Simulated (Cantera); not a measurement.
Input: 1 mol HBr, 0.11 mol H₂O, 0.13 mol O₂, equilibrated at 39.0 Pa.

Equilibrium computed with Cantera from the NASA thermochemical tables; the gas is ideal and each condensed phase is pure. Candidate condensed phases: Br₂, H₂O; 12 gas species. The numbers say what is thermodynamically allowed, not how fast it happens.

x: gas mole fraction; nothing condenses.

```tsv
T (K)	x Br	x HBr	x H₂O	x Br₂	x H₂	x H	x OH
1025	0.147	0.401	0.309	0.144	6.92e-7	1.83e-10	2.19e-7
1125	___	0.373	0.287	___	___	___	___
1225	0.349	0.357	0.275	___	___	___	___
1325	0.372	0.352	0.271	0.00493	0.000277	1.38e-6	1.97e-5
1425	0.380	0.347	0.270	0.00146	0.00182	1.47e-5	4.77e-5
1525	0.392	0.331	0.268	0.000517	0.00853	0.000111	0.000108
1625	0.421	0.290	0.263	0.000226	0.0256	0.000571	0.000247
```

Task: Complete the blanks.

Result: 
- 1225, x Br₂: 0.0188
- 1225, x H₂: 3.35e-5
- 1225, x H: 9.14e-8
- 1225, x OH: 6.82e-6
- 1125, x Br: 0.274
- 1125, x Br₂: 0.0648
- 1125, x H₂: 4.12e-6
- 1125, x H: 4.57e-9
- 1125, x OH: 1.66e-6
